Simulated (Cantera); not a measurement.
Feed: 1 mol SiCl4, 1.4 mol HCl, 97 mol H2, 0.087 mol C2H2, at 1523 K and 13.3 mbar.

These are equilibrium values from Cantera (NASA tables, ideal gas, pure condensed phases), not measurements of a reactor. Candidate condensed phases: C, C6H6, C7H8, C8H18, Si, SiC; 109 gas species. Mutual solubility and eutectic melting of coexisting phases are not modelled. The tables' values for SiCl3 are old estimates; treat these amounts as uncertain. The numbers say what is thermodynamically allowed, not how fast it happens.

Problem. What is the equilibrium state?

Solution. 
| Item | Value |
|---|---|
| x(H2) | 0.952 |
| x(HCl) | 0.0416 |
| x(SiCl2) | 0.00594 |
| x(H) | 0.000195 |
| x(SiCl3) | 6.30e-5 |
| x(Cl) | 6.85e-6 |
| x(SiHCl3) | 5.13e-6 |
| x(SiCl) | 4.01e-6 |
| x(SiH2Cl2) | 2.12e-6 |
| n(Si(s)) | 0.221 mol |
| n(SiC(s)) | 0.174 mol |
| gas amount | 100.5 mol |
| log10 activity of C(graphite) (absent) | -2.10 |
